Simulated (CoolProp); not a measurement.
n-heptane along the isotherm 600 K: Z from the reference equation and from simpler models built on Tc = 541.2 K, pc = 2.774 MPa, ω = 0.349; each cubic takes its own stable root.

Model: reference Helmholtz-energy equation of state, Span 2003, in CoolProp. It is a short technical equation, of lower accuracy than the large ones.

```json
[
 {"p (MPa)": "0.116", "phase": "gas", "reference": "0.9899"},
 {"p (MPa)": "0.231", "phase": "gas", "reference": "0.9798"},
 {"p (MPa)": "0.347", "phase": "gas", "reference": "0.9694"},
 {"p (MPa)": "0.462", "phase": "gas", "reference": "0.9590"},
 {"p (MPa)": "0.578", "phase": "gas", "reference": "0.9484"},
 {"p (MPa)": "0.693", "phase": "gas", "reference": "0.9377"},
 {"p (MPa)": "0.809", "phase": "gas", "reference": "0.9268"},
 {"p (MPa)": "0.925", "phase": "gas", "reference": "0.9157"},
 {"p (MPa)": "1.04", "phase": "gas", "reference": "0.9046"},
 {"p (MPa)": "1.16", "phase": "gas", "reference": "0.8928"},
 {"p (MPa)": "1.27", "phase": "gas", "reference": "0.8819"},
 {"p (MPa)": "1.39", "phase": "gas", "reference": "0.8698"}
]
```

Question: How far does each simpler model (Pitzer virial, van der Waals, Redlich-Kwong, Soave-Redlich-Kwong, Peng-Robinson) lie from the reference over these 12 states: mean and median of the absolute difference, and the worst?

Answer: 
- Pitzer virial: mean 0.4 %, median 0.3 %, worst +1.2 % at 600 K and 1.39 MPa
- van der Waals: mean 0.2 %, median 0.2 %, worst +0.3 % at 600 K and 1.16 MPa
- Redlich-Kwong: mean 0.3 %, median 0.3 %, worst -0.6 % at 600 K and 1.39 MPa
- Soave-Redlich-Kwong: mean 0.3 %, median 0.3 %, worst +0.7 % at 600 K and 1.39 MPa
- Peng-Robinson: mean 0.7 %, median 0.7 %, worst -1.1 % at 600 K and 1.39 MPa
